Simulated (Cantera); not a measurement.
## Reactions in the system O-Pb-S

Cantera with NASA thermochemical tables; ideal gases at 1 bar, condensed phases pure. Values are per mole of reaction as written; species without (g) are pure solids or liquids, kept so even where they would boil at 1 bar.

PbS(g) + O(g) → S + PbO(g)

```
T (K)  ΔH° (kJ)  ΔS° (J/K)  ΔG° (kJ)  log10 K
-----  --------  ---------  --------  -------
448      -307.8     -133.0    -248.2    28.94
498      -306.9     -131.1    -241.6    25.34
548      -306.0     -129.5    -235.1    22.41
598      -305.3     -128.1    -228.6    19.97
648      -304.7     -127.2    -222.2    17.91
698      -304.2     -126.5    -215.9    16.16
748      -303.8     -125.9    -209.6    14.64
798      -303.3     -125.3    -203.3    13.31
848      -302.8     -124.7    -197.1    12.14
898      -302.2     -124.0    -190.9    11.10
```

3 Pb(g) + SO2(g) → 2 PbO + PbS(g)

| T (K) | ΔH° (kJ) | ΔS° (J/K) | ΔG° (kJ) | log10 K | condensed phases |
|---|---|---|---|---|---|
| 448 | -591.4 | -378.5 | -421.9 | 49.18 | PbO(red) |
| 498 | -589.7 | -374.9 | -403.0 | 42.27 | PbO(red) |
| 548 | -588.0 | -371.5 | -384.4 | 36.64 | PbO(red) |
| 598 | -586.2 | -368.4 | -365.9 | 31.96 | PbO(red) |
| 648 | -584.3 | -365.5 | -347.5 | 28.01 | PbO(red) |
| 698 | -582.5 | -362.7 | -329.3 | 24.64 | PbO(red) |
| 748 | -580.6 | -360.1 | -311.2 | 21.73 | PbO(red) |
| 798 | -578.6 | -357.5 | -293.3 | 19.20 | PbO(yellow) |
| 848 | -577.0 | -355.5 | -275.5 | 16.97 | PbO(yellow) |
| 898 | -575.3 | -353.6 | -257.8 | 14.99 | PbO(yellow) |
